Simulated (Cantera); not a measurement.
A perfectly stirred reactor is fed with 2.18 % NO, 97.8 % N2, at 1.58 atm; it is held at 1825 K, and followed from long to short residence time.

Computed with Cantera and GRI-Mech 3.0 (53 species, 325 reactions).

Q: Predict: x(NO) at τ = 17.0 s; x(N2) at τ = 17.0 s; x(N2O) at τ = 17.0 s; x(NO2) at τ = 17.0 s; x(O) at τ = 17.0 s; x(NO) at τ = 0.170 s; x(N2) at τ = 0.170 s; x(N2O) at τ = 0.170 s; x(NO2) at τ = 0.170 s; x(O) at τ = 0.170 s.

A: 
```
Property                Result
---------------------  -------
x(NO) at τ = 17.0 s     0.0149
x(N2) at τ = 17.0 s      0.982
x(N2O) at τ = 17.0 s   1.52e-7
x(NO2) at τ = 17.0 s   5.89e-6
x(O) at τ = 17.0 s     7.40e-6
x(NO) at τ = 0.170 s    0.0217
x(N2) at τ = 0.170 s     0.978
x(N2O) at τ = 0.170 s  2.25e-7
x(NO2) at τ = 0.170 s  2.48e-6
x(O) at τ = 0.170 s    2.16e-6
```
